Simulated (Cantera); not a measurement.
Cantera run, input and output.

```python
import numpy as np
import cantera as ct

gas = ct.Solution("gri30.yaml")
gas.TPX = 2525, 22000, {'CH4': 0.0038, 'H2': 1, 'CO2': 0.029}
reactor = ct.IdealGasConstPressureReactor(gas, energy="off", clone=False)
net = ct.ReactorNet([reactor])
net.rtol, net.atol = 1e-08, 1e-18
show = ['CH4', 'H2', 'CO2', 'HO2', 'CO', 'H2O2', 'C2H2']
times = np.geomspace(0.0003, 10, 10)

steps = ct.SolutionArray(gas, extra=["t"])
rows = []
print(f"{'t/s':>10s}{'T/K':>9s}{'P/Pa':>11s}" + "".join(f"{s:>11s}" for s in show))
for t in times:
    while net.time < t:
        t_next = net.step()
        steps.append(gas.state, t=t_next)
    rows.append([np.interp(t, steps.t, y) for y in (steps.T, steps.P, *steps(*show).X.T)])
    print(f"{t:10.3e}{rows[-1][0]:9.1f}{rows[-1][1]:11.4g}" + "".join(f"{x:11.3e}" for x in rows[-1][2:]))
rate = np.gradient(steps.T, steps.t)
print("integrator steps:", len(steps.t))
if steps.T.max() > steps.T[0] + 200:
    print(f"time of steepest temperature rise: {steps.t[rate.argmax()]:.4e} s")
gas.TPX = 2525, 22000, {'CH4': 0.0038, 'H2': 1, 'CO2': 0.029}
gas.equilibrate("TP")
print(f"equilibrium (TP): T = {gas.T:.1f} K  " + "  ".join(f"{s} {gas[s].X[0]:.3e}" for s in show))
```

It prints:

```
       t/s      T/K       P/Pa        CH4         H2        CO2        HO2         CO       H2O2       C2H2
 3.000e-04   2525.0    2.2e+04  2.127e-03  9.223e-01  1.149e-03  4.026e-11  2.676e-02  6.760e-12  2.405e-04
 9.543e-04   2525.0    2.2e+04  4.760e-04  9.100e-01  1.299e-04  7.166e-11  2.851e-02  1.524e-11  8.139e-04
 3.035e-03   2525.0    2.2e+04  7.083e-05  9.019e-01  1.277e-04  8.640e-11  3.012e-02  2.004e-11  2.375e-04
 9.655e-03   2525.0    2.2e+04  5.270e-08  8.925e-01  1.265e-04  1.076e-10  3.055e-02  2.706e-11  1.491e-07
 3.071e-02   2525.0    2.2e+04  1.304e-10  8.892e-01  1.264e-04  1.165e-10  3.050e-02  3.001e-11  3.261e-13
 9.769e-02   2525.0    2.2e+04  1.302e-10  8.892e-01  1.264e-04  1.166e-10  3.050e-02  3.004e-11  3.254e-13
 3.107e-01   2525.0    2.2e+04  1.302e-10  8.892e-01  1.264e-04  1.166e-10  3.050e-02  3.004e-11  3.254e-13
 9.884e-01   2525.0    2.2e+04  1.302e-10  8.892e-01  1.264e-04  1.166e-10  3.050e-02  3.004e-11  3.254e-13
 3.144e+00   2525.0    2.2e+04  1.302e-10  8.892e-01  1.264e-04  1.166e-10  3.050e-02  3.004e-11  3.254e-13
 1.000e+01   2525.0    2.2e+04  1.302e-10  8.892e-01  1.264e-04  1.166e-10  3.050e-02  3.004e-11  3.254e-13
integrator steps: 1446
equilibrium (TP): T = 2525.0 K  CH4 1.460e-10  H2 8.892e-01  CO2 1.264e-04  HO2 1.166e-10  CO 3.050e-02  H2O2 3.004e-11  C2H2 3.644e-13
```

Detailed kinetics in Cantera: GRI-Mech 3.0 (53 species, 325 reactions).
